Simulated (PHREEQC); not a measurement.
## Geothermal or formation water (model solution)

Model water analysis in mg/kgw, 75 °C, pH 8.28: Na 1590; K 16.6; Ca 168; Mg 80.3; Cl 2550; S(6) as SO4 734; Alkalinity as HCO3 6.57; Br 4.98; B 1.11.

Valence states are taken as typed.

Computed with PHREEQC (Pitzer model, pitzer.dat).

| Property | Value |
|---|---|
| ionic strength | 0.101 mol/kgw |
| specific conductance | 20600 µS/cm |
| density | 0.979 g/cm³ |
| osmotic coefficient | 0.900 |
| charge-balance error | -1.6 % |

```
species  molality  activity   log γ
-------  --------  --------  ------
Cl-        0.0719    0.0540  -0.124
Na+        0.0692    0.0530  -0.116
SO4-2     0.00764   0.00195  -0.594
Ca+2      0.00419   0.00116  -0.559
Mg+2      0.00329   0.00102  -0.509
K+       0.000425  0.000321  -0.121
B(OH)3    8.79e-5   8.79e-5   0.000
Br-       6.23e-5   4.73e-5  -0.120
OH-       5.40e-5   3.90e-5  -0.141
HCO3-     2.13e-5   1.70e-5  -0.098
MgOH+     1.51e-5   1.26e-5  -0.079
B(OH)4-   1.38e-5   9.64e-6  -0.155
CO3-2     8.34e-7   2.37e-7  -0.547
```

This is a speciation only: nothing precipitates in the calculation. Complexes and solids missing from the database can't appear. Away from 25 °C the constants follow the database's enthalpies or fits; those with neither stay at their 25 °C values.
